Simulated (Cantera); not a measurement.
Charge: 1 mol Fe, a varied amount of CO2, 49 mol H2, equilibrated at 602 °C and 100 Torr.

Cantera equilibrium calculation (NASA polynomials, part measured and part estimated; ideal gas, pure solids and liquids). Candidate condensed phases: C, C6H6, C7H8, C8H18, Fe, Fe(CO)5, FeO, Fe(OH)2, Fe(OH)3, Fe2O3, Fe3O4, H2O; 114 gas species. Equilibrium is a limit: real reactors are often held back by kinetics, nucleation or transport.

Problem. At 0.044 mol CO2, list the 4 most abundant gas species with their mole fractions, and the condensed phases.

Solution. H2 0.997, H2O 0.00175, CH4 0.000851, CO 4.74e-5. Condensed: Fe(α).
